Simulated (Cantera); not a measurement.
A closed system holds: 1 mol PbO, 3.6 mol C, 7.4 mol N₂, equilibrated at 2523 K and 10.0 mbar.

Equilibrium computed with Cantera from the NASA thermochemical tables; the gas is ideal and each condensed phase is pure. Candidate condensed phases: C, Pb, PbO, PbO₂, Pb₃O₄; 27 gas species. Equilibrium is a limit: real reactors are often held back by kinetics, nucleation or transport.

Base state: N₂ 0.786, CO 0.106, Pb 0.106, CN 0.00110, C₃ 7.09e-5, C₂N₂ 7.00e-5, C 2.28e-5 (mole fractions); condensed: C(graphite).

Problem. What changes in the equilibrium state with this change: PbO replaced by Fe₃O₄?

Solution. 
```json
[
 {"species": "N₂", "before": "0.786", "after": "0.525"},
 {"species": "CO", "before": "0.106", "after": "0.239"},
 {"species": "Fe", "before": "0", "after": "0.208"},
 {"species": "Pb", "before": "0.106", "after": "0"},
 {"species": "CO₂", "before": "<1e-9", "after": "0.0163"},
 {"species": "FeO", "before": "0", "after": "0.00474"},
 {"species": "O", "before": "<1e-9", "after": "0.00458"},
 {"species": "NO", "before": "<1e-9", "after": "0.00121"},
 {"species": "CN", "before": "0.00110", "after": "<1e-9"},
 {"species": "C(graphite), mol", "before": "2.59", "after": "0"}
]
```
Further candidate phases: Fe, Fe(CO)₅, FeO, Fe₂O₃, Fe₃O₄.
